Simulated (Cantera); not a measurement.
Charge: 1 mol BCl3, a varied amount of H2, equilibrated at 1425 K and 0.383 Torr.

These are equilibrium values from Cantera (NASA tables, ideal gas, pure condensed phases), not measurements of a reactor. Candidate condensed phases: B; 13 gas species. Gases not in the tables: BHCl2. Kinetics and transport are ignored.

### Question
What share of the B ends up in condensed phases as a function of n(H2) (mol), at 2.2, 2.8, 3.5, 4.5, 5.7, 7.3, 9.3, 12, 15, 19, 25, 31, 40?

### Answer
```
n(H2) (mol)  B condensed (%)    as
-----------  ---------------  ----
2.2                     62.7  B(s)
2.8                     70.3  B(s)
3.5                     76.9  B(s)
4.5                     83.2  B(s)
5.7                     88.0  B(s)
7.3                     91.7  B(s)
9.3                     94.2  B(s)
12                      95.9  B(s)
15                      96.9  B(s)
19                      97.6  B(s)
25                      98.1  B(s)
31                      98.3  B(s)
40                      98.5  B(s)
```
